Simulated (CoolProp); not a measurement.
A Linde-Hampson liquefier for ethylene: isothermal reversible compression at 320 K from 1 atm to 40 MPa, throttling to 1 atm, return gas leaving the recuperator 2 K below the feed. Each further row changes one setting.

Computed with CoolProp (reference Helmholtz-energy equation of state, Smukala 2000).

```json
[
 {"case": "as stated", "liquid yield per pass": "0.425", "compression work (kJ/kg of gas)": "468"},
 {"case": "high pressure 80 MPa", "liquid yield per pass": "0.382", "compression work (kJ/kg of gas)": "554"},
 {"case": "warm-end temperature 350 K", "liquid yield per pass": "0.359", "compression work (kJ/kg of gas)": "539"},
 {"case": "warm-end gap 7 K", "liquid yield per pass": "0.418", "compression work (kJ/kg of gas)": "468"}
]
```
